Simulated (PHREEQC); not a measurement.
Make-up at 25 °C: 0.6 mmol/kgw Na2HAsO4. Closed to the air; pH follows from the charge balance.

Model: ion-association model, wateq4f.dat, run in PHREEQC.

```
quantity                   before    after
------------------------  -------  -------
pH                           8.89     7.00
ionic strength (mol/kgw)  0.00179  0.00180
```

What was changed between the two runs?
A) Na2HAsO4 replaced by Na2SeO4 at the same molality
B) Na2HAsO4 replaced by NaHF2 at the same molality
C) diluted 100-fold with water
D) Na2HAsO4 from 0.0006 to 0.0009 mol/kgw
E) Na2HAsO4 from 0.0006 to 0.00012 mol/kgw

A, Na2HAsO4 replaced by Na2SeO4 at the same molality

Precipitation was switched off in this run.
